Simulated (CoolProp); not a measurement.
A Linde-Hampson liquefier for dry air: isothermal reversible compression at 230 K from 1 atm to 15 MPa, throttling to 1 atm, return gas leaving the recuperator 0 K below the feed. Each further row changes one setting.

Values from CoolProp's reference Helmholtz-energy equation of state, Lemmon 2000. It is a pseudo-pure fit of the blend.

| case | liquid yield per pass | compression work (kJ/kg of gas) |
|---|---|---|
| as stated | 0.144 | 320 |
| high pressure 30 MPa | 0.203 | … |
| warm-end temperature 260 K | … | 367 |
| warm-end gap 5 K | … | 320 |

### Question
Fill in the missing entries.

### Answer

- high pressure 30 MPa, compression work (kJ/kg of gas): 363
- warm-end temperature 260 K, liquid yield per pass: 0.101
- warm-end gap 5 K, liquid yield per pass: 0.132
